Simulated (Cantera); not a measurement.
**Al + HCl (aluminium and copper etching)**

Input: 1 mol Al, 12 mol HCl, at 0.170 bar.

These are equilibrium values from Cantera (NASA tables, ideal gas, pure condensed phases), not measurements of a reactor. Candidate condensed phases: Al, AlCl₃; 12 gas species. Kinetics and transport are ignored.

From 475 K to 825 K nothing is condensed. The main Al-bearing gas is Al₂Cl₆ at 475 K and AlCl₃ at 825 K.

```csv
T (K),x HCl,x H₂,x AlCl₃,x Al₂Cl₆
475,0.818,0.136,0.000544,0.0452
525,0.817,0.136,0.00238,0.0442
575,0.815,0.136,0.00781,0.0414
625,0.810,0.135,0.0199,0.0351
675,0.802,0.134,0.0396,0.0248
725,0.793,0.132,0.0611,0.0135
775,0.787,0.131,0.0758,0.00581
825,0.784,0.131,0.0826,0.00226
```
x: gas mole fraction; nothing condenses.
